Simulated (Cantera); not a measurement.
Input (Python, Cantera) and output of one run.

```python
import numpy as np
import cantera as ct

gas_names = """
    C CH CH2 CH3 CH2OH CH3O CH4 CH3OH CO CO2 COOH C2 C2H CHCO,ketyl C2H2,acetylene C2H2,vinylidene
    CH2CO,ketene C2H3,vinyl CH3CO,acetyl C2H4 C2H4O,ethylen CH3CHO,ethanal CH3COOH (HCOOH)2 C2H5 C2H6
    CH3OCH3 C2H5OH C2O C3 C3H3,propargyl C3H4,allene C3H4,propyne C3H4,cyclo- C3H5,allyl C3H6,propylene
    C3H6,cyclo- C3H6O C3H7,n-propyl C3H7,i-propyl C3H8 C3H8O,1propanol C3H8O,2propanol C3O2 C4 C4H2
    C4H4,1,3-cyclo- C4H6,butadiene C4H6,2-butyne C4H6,cyclo- C4H8,1-butene C4H8,cis2-buten
    C4H8,tr2-butene C4H8,isobutene C4H8,cyclo- (CH3COOH)2 C4H9,n-butyl C4H9,i-butyl C4H9,s-butyl
    C4H9,t-butyl C4H10,isobutane C4H10,n-butane C5 C5H6,1,3cyclo- C5H8,cyclo- C5H10,1-pentene
    C5H10,cyclo- C5H11,pentyl C5H11,t-pentyl C5H12,n-pentane C5H12,i-pentane CH3C(CH3)2CH3 C6H2
    C6H5,phenyl C6H5O,phenoxy C6H6 C6H5OH,phenol C6H10,cyclo- C6H12,1-hexene C6H12,cyclo- C6H13,n-hexyl
    C7H7,benzyl C7H8 C7H8O,cresol C7H14,1-heptene C7H15,n-heptyl C7H16,n-heptane C8H8,styrene
    C8H10,ethylbenz C8H16,1-octene C8H17,n-octyl C8H18,isooctane C8H18,n-octane C9H19,n-nonyl
    C10H8,naphthale C10H21,n-decyl C12H9,o-bipheny C12H10,bipheny H HCO HO2 H2 HCHO,formaldehy HCOOH H2O
    H2O2 O OH O2 O3 Si SiC SiC2 SiC4H12 SiH SiH2 SiH3 SiH4 SiO SiO2 Si2 Si2C Si3
""".split()
cond_names = """
    C(gr) C6H6(L) C7H8(L) C8H18(L),n-octa H2O(s) H2O(L) Si(cr) Si(L) SiC(b) SiO2(Lqz) SiO2(hqz) SiO2(L)
""".split()


def load(file, names, dense=False):
    # The tables refer to 1 bar. Condensed volumes are neglected.
    table = {s.name: s for s in ct.Species.list_from_file(file)}
    out = []
    for n in names:
        d = dict(table[n].input_data)
        d["thermo"] = dict(d["thermo"], **{"reference-pressure": 1e5})
        if dense:
            d["equation-of-state"] = {"model": "constant-volume", "density": "1e6 g/cm^3"}
        out.append(ct.Species.from_dict(d))
    return out


gas = ct.Solution(thermo="ideal-gas", species=load("nasa_gas.yaml", gas_names))
cond = {s.name: ct.Solution(thermo="fixed-stoichiometry", species=[s], name=s.name)
        for s in load("nasa_condensed.yaml", cond_names, dense=True)}
atoms = {
    'SiC': {'Si': 1, 'C': 1},
    'CO2': {'C': 1, 'O': 2},
    'H2': {'H': 2},
}
top_T = {'C(gr)': 4500, 'SiC(b)': 3050}  # K; cautious upper limits of use, not melting points


def equilibrate(T, P, feed):
    n = {}
    for name, mol in feed.items():
        for a, k in atoms[name].items():
            n[a] = n.get(a, 0.0) + k * mol
    gas.TPX = T, P, n
    mass = sum(n.values()) * gas.mean_molecular_weight
    gas.equilibrate("TP")
    valid = [c for c in cond.values() if c.min_temp <= T <= top_T.get(c.name, c.max_temp)]
    mix = ct.Mixture([(gas, mass / gas.mean_molecular_weight)] + [(c, 0.0) for c in valid])
    mix.T, mix.P = T, P
    mix.equilibrate("TP", solver="vcs", rtol=1e-11, max_steps=5000)
    return mix


results = []
T = 973  # K
P = 0.14  # Pa
for m in [0.069, 0.12, 0.2, 0.35, 0.61, 1, 1.8, 3.1]:
    feed = {'SiC': 1, 'CO2': m, 'H2': 59}  # mol
    mix = equilibrate(T, P, feed)
    results.append((T, P, feed, dict(zip(mix.species_names, mix.species_moles))))
    x = sorted(zip(gas.X, gas.species_names), reverse=True)
    print(f"T = {T:g} K  P = {P:g} Pa  n(CO2) = {m:g} mol  gas = {mix.phase_moles(0):.4g} mol")
    print("   x: " + "  ".join(f"{s} {v:.3e}" for v, s in x if v > 1e-06))
    print("   condensed (mol): " + ("  ".join(f"{mix.phase(i).name} {mix.phase_moles(i):.4g}"
          for i in range(1, mix.n_phases) if mix.phase_moles(i) > 1e-12) or "none"))
```

Result:

```
T = 973 K  P = 0.14 Pa  n(CO2) = 0.069 mol  gas = 59.09 mol
   x: H2 9.984e-01  CO 1.559e-03  SiO 5.599e-06
   condensed (mol): SiC(b) 0.9769  SiO2(hqz) 0.02278
T = 973 K  P = 0.14 Pa  n(CO2) = 0.12 mol  gas = 59.16 mol
   x: H2 9.973e-01  CO 2.706e-03  SiO 4.659e-06
   condensed (mol): SiC(b) 0.9599  SiO2(hqz) 0.03982
T = 973 K  P = 0.14 Pa  n(CO2) = 0.2 mol  gas = 59.27 mol
   x: H2 9.955e-01  CO 4.501e-03  SiO 3.932e-06
   condensed (mol): SiC(b) 0.9333  SiO2(hqz) 0.06651
T = 973 K  P = 0.14 Pa  n(CO2) = 0.35 mol  gas = 59.47 mol
   x: H2 9.921e-01  CO 7.849e-03  SiO 3.267e-06
   condensed (mol): SiC(b) 0.8833  SiO2(hqz) 0.1165
T = 973 K  P = 0.14 Pa  n(CO2) = 0.61 mol  gas = 59.81 mol
   x: H2 9.864e-01  CO 1.360e-02  SiO 2.720e-06
   condensed (mol): SiC(b) 0.7966  SiO2(hqz) 0.2032
T = 973 K  P = 0.14 Pa  n(CO2) = 1 mol  gas = 60.33 mol
   x: H2 9.779e-01  CO 2.210e-02  SiO 2.313e-06
   condensed (mol): SiC(b) 0.6666  SiO2(hqz) 0.3332
T = 973 K  P = 0.14 Pa  n(CO2) = 1.8 mol  gas = 60.97 mol
   x: H2 9.677e-01  CO 3.230e-02  SiO 2.039e-06
   condensed (mol): C(gr) 0.6461  SiC(b) 0.1846  SiO2(hqz) 0.8153
T = 973 K  P = 0.14 Pa  n(CO2) = 3.1 mol  gas = 63.1 mol
   x: H2 9.336e-01  CO 6.482e-02  H2O 1.425e-03  CO2 1.596e-04
   condensed (mol): SiO2(hqz) 1
```

These are equilibrium values from Cantera (NASA tables, ideal gas, pure condensed phases), not measurements of a reactor.
